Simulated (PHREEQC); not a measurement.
Solution (85 °C): 19 mmol/kgw NaOH, 0.067 mmol/kgw H4SiO4 and 0.15 mmol/kgw Na2CO3. Closed to the air; pH follows from the charge balance.

Model: Pitzer model, pitzer.dat, run in PHREEQC.

Precipitation was switched off in this run.

Q: Order these Si species by the share of Si that they hold, largest first: H4SiO4, H3SiO4-, H2SiO4-2.

A: H3SiO4- (89 %), H2SiO4-2 (8.2 %), H4SiO4 (2.3 %)

The pH is 10.71 and the ionic strength 0.0194 mol/kgw. Constants without temperature data keep their 25 °C values here.
